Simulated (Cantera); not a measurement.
A freely propagating, adiabatic, planar premixed flame of 13.6 % CH4, 18.1 % O2, 68.3 % N2, equivalence ratio 1.5, unburnt at 675 K and 1730 Torr; mixture-averaged transport, grid criteria slope 0.08 and curve 0.16, no radiation.

Model: GRI-Mech 3.0 (53 species, 325 reactions), integrated in Cantera. Burning velocities carry a grid error of a few per cent, more on coarse grids.

**Question.** Predict: laminar burning velocity; thermal thickness; peak x(H2); peak x(HCN).

**Answer.** 
```
Item                          Value
------------------------  ---------
laminar burning velocity  51.9 cm/s
thermal thickness          0.329 mm
peak x(H2)                   0.0808
peak x(HCN)                 6.82e-5
```
